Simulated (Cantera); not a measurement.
Metals in furnace atmospheres: Ti + H2O + H2

A closed system holds: 1 mol Ti, 3.5 mol H2O, a varied amount of H2, held at 3.45 Torr.

Equilibrium computed with Cantera from the NASA thermochemical tables; the gas is ideal and each condensed phase is pure. Candidate condensed phases: H2O, Ti, TiO, TiO2, Ti2O3, Ti3O5, Ti4O7; 12 gas species. Mutual solubility and eutectic melting of coexisting phases are not modelled. Condensed phases not in the tables: Magnéli phases beyond Ti4O7. The numbers say what is thermodynamically allowed, not how fast it happens.

Problem. Map the stable condensed phases over T = 1398, 1473, 1548, 1623, 1698, 1773, 1848, 1923, 1998, 2073 K and n(H2) in mol = 32, 43, 57, 75, 100, 130, 180.

Solution. 
```
T in K \ n(H2) in mol
          32  43  57  75 100 130 180
   2073    A   A   A   B   B   B   B
   1998    A   B   B   B   B   B   B
   1923    B   B   B   B   B   B   B
   1848    C   B   B   B   B   B   B
   1773    A   A   B   B   B   B   B
   1698    A   A   A   A   B   B   B
   1623    D   E   A   A   A   A   B
   1548    D   D   D   E   A   A   A
   1473    D   D   D   D   D   E   A
   1398    D   D   D   D   D   D   D
```
A: Ti4O7; B: Ti3O5; C: Ti3O5 + Ti4O7; D: TiO2; E: TiO2 + Ti4O7.
